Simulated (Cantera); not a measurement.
Input: 1 mol Cu, 1.5 mol NH3, 32 mol N2, equilibrated at 1000 °C and 24.8 Torr.

Method: chemical equilibrium by Gibbs-energy minimisation in Cantera with the NASA 1993 tables (ideal gas, pure condensed phases). Candidate condensed phases: Cu; 11 gas species. The numbers say what is thermodynamically allowed, not how fast it happens.

Base state: N2 0.936, H2 0.0643 (mole fractions); condensed: Cu(s).

**Question.** What changes in the equilibrium state with this change: NH3 from 1.5 to 2.3 mol?

**Answer.** 
| species | before | after |
|---|---|---|
| N2 | 0.936 | 0.906 |
| H2 | 0.0643 | 0.0943 |
| Cu(s), mol | 1.000 | 1.000 |
